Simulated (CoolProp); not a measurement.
Vapour-liquid equilibrium of R1234yf (1) + R1234ze(E) (2) at 329.6 K; x and y are mole fractions of (1).

Values from CoolProp's multi-fluid Helmholtz-energy mixture model, Lemmon 2022 and Thol 2016; pair parameters Bell 2022.

```
x     bubble pressure, mixture model (bar)  bubble pressure, Raoult's law (bar)  y, mixture model  y, Raoult's law
----  ------------------------------------  -----------------------------------  ----------------  ---------------
0.05                                 11.91                                11.89             0.061            0.064
0.15                                 12.29                                12.23             0.178            0.186
0.25                                 12.66                                12.57             0.287            0.301
0.35                                 13.00                                12.92             0.392            0.410
0.45                                 13.34                                13.26             0.493            0.514
0.55                                 13.67                                13.60             0.591            0.612
0.65                                 14.00                                13.94             0.686            0.706
0.75                                 14.32                                14.29             0.778            0.795
0.85                                 14.65                                14.63             0.869            0.880
0.95                                 14.98                                14.97             0.957            0.961
```

The largest gap from Raoult's law is +0.6 % in bubble pressure, at x = 0.35. No azeotrope shows between x = 0.05 and 0.95.

The pair parameters rest on a limited set of measurements; away from them the model extrapolates.
